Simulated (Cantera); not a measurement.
A freely propagating, adiabatic, planar premixed flame of C2H4 : O2 : N2 : H2O = 1 : 2.31 : 8.68 : 1.1 (molar parts), unburnt at 500 K and 13300 Pa; multicomponent transport, grid criteria slope 0.08 and curve 0.16, no radiation.

Computed with Cantera and GRI-Mech 3.0 (53 species, 325 reactions). GRI-Mech 3.0 was tuned for natural gas; its chemistry of ethylene as a main component is partial and can be far from experiment. Burning velocities carry a grid error of a few per cent, more on coarse grids.

Question: Predict: laminar burning velocity; thermal thickness; peak x(OH); peak x(CH2CO); peak x(HCN).

Answer: 
```json
{
 "laminar_burning_velocity": "201 cm/s",
 "thermal_thickness": "1.83 mm",
 "peak x(OH)": "0.00909",
 "peak x(CH2CO)": "0.00303",
 "peak x(HCN)": "9.44e-6"
}
```
